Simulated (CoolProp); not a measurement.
Vapour-liquid equilibrium of ethylene (1) + propylene (2) at 0.602 MPa; x and y are mole fractions of (1).

The numbers come from the multi-fluid Helmholtz-energy mixture model, Smukala 2000 and Lemmon 2013; pair parameters Bell 2016 in CoolProp.

| x | bubble temperature, mixture model (°C) | bubble temperature, Raoult's law (°C) | y, mixture model | y, Raoult's law |
|---|---|---|---|---|
| 0.05 | -6.8 | -8.1 | 0.227 | 0.282 |
| 0.2 | -25.8 | -27.4 | 0.636 | 0.690 |
| 0.35 | -39.0 | -39.9 | 0.815 | 0.847 |
| 0.5 | -48.2 | -48.7 | 0.900 | 0.920 |
| 0.65 | -54.9 | -55.3 | 0.946 | 0.959 |
| 0.8 | -60.3 | -60.6 | 0.975 | 0.982 |
| 0.95 | -64.7 | -64.8 | 0.994 | 0.996 |

The largest gap from Raoult's law is +1.6 K in bubble temperature, at x = 0.2. No azeotrope shows between x = 0.05 and 0.95.

Pair parameters are fitted to limited data, so mixtures are less certain than the pure fluids.
